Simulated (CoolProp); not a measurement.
Vapour-liquid equilibrium of ethanol (1) + o-xylene (2) at 428.5 K; x and y are mole fractions of (1).

Computed with CoolProp (multi-fluid Helmholtz-energy mixture model, Schroeder 2014 and Zhou 2012; pair parameters Bell 2016).

Question: Give the bubble pressure and the first vapour's composition at x = 0.05, 0.25, 0.95. Is there an azeotrope?

Answer: x = 0.05: 280.9 kPa, y = 0.522; x = 0.25: 623.0 kPa, y = 0.796; x = 0.95: 1085 kPa, y = 0.979. No azeotrope shows between x = 0.05 and 0.95.

Pair parameters are fitted to limited data, so mixtures are less certain than the pure fluids. With so large a gap from Raoult's law the liquid may split in two, which this calculation doesn't test in full.
